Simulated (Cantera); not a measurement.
**Thermodynamics of silicon etching in halogen gases, feed Si + SF6 + N2**

Feed: 1 mol Si, 3.6 mol SF6, a varied amount of N2, at 1223 K and 10000 Pa.

Equilibrium computed with Cantera from the NASA thermochemical tables; the gas is ideal and each condensed phase is pure. Candidate condensed phases: S, Si, Si3N4; 29 gas species. The tables' values for SF3, SF5 are old estimates; treat these amounts as uncertain. Rates play no part.

| n(N2) (mol) | x N2 | x SF4 | x SF6 | x SiF4 | x SF3 | x SF5 | x F | x SF2 |
|---|---|---|---|---|---|---|---|---|
| 0.12 | 0.0254 | 0.420 | 0.340 | 0.212 | 0.00209 | 0.000366 | 0.000307 | 0.000279 |
| 0.36 | 0.0726 | 0.400 | 0.323 | 0.202 | 0.00199 | 0.000348 | 0.000307 | 0.000266 |
| 1.1 | 0.193 | 0.348 | 0.281 | 0.175 | 0.00173 | 0.000303 | 0.000307 | 0.000231 |
| 3.4 | 0.425 | 0.248 | 0.200 | 0.125 | 0.00124 | 0.000216 | 0.000307 | 0.000165 |
| 10 | 0.685 | 0.136 | 0.110 | 0.0685 | 0.000678 | 0.000118 | 0.000307 | 9.05e-5 |
| 32 | 0.874 | 0.0543 | 0.0437 | 0.0273 | 0.000271 | 4.71e-5 | 0.000306 | 3.63e-5 |
| 98 | 0.955 | 0.0195 | 0.0155 | 0.00974 | 9.78e-5 | 1.68e-5 | 0.000304 | 1.32e-5 |
x: gas mole fraction; nothing condenses.

From 0.12 mol N2 to 98 mol N2 nothing is condensed. The main Si-bearing gas is SiF4 throughout.
